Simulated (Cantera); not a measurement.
An adiabatic, constant-volume homogeneous reactor starts with CH4 : CO : O2 : N2 = 1 : 0.94 : 2.25 : 8.44 (molar parts), equivalence ratio 1.1, at 1175 K and 17.8 atm.

Cantera simulation using GRI-Mech 3.0 (53 species, 325 reactions); the numbers are that mechanism's predictions, not measurements. The pressure lies above the range GRI-Mech 3.0 was tuned for (to about 10 atm). Above 3000 K some thermodynamic fits are extrapolated.

Predict: time of steepest temperature rise; temperature at 1.00 s; equilibrium temperature; x(CO) at 1.00 s; x(O2) at 1.00 s; x(CH2O) at 1.00 s.


| Property | Result |
|---|---|
| time of steepest temperature rise | 6.96 ms |
| temperature at 1.00 s | 3060 K |
| equilibrium temperature | 3060 K |
| x(CO) at 1.00 s | 0.0586 (gas-phase equilibrium 0.0586) |
| x(O2) at 1.00 s | 0.00936 (gas-phase equilibrium 0.00936) |
| x(CH2O) at 1.00 s | 1.28e-8 (gas-phase equilibrium 1.28e-8) |
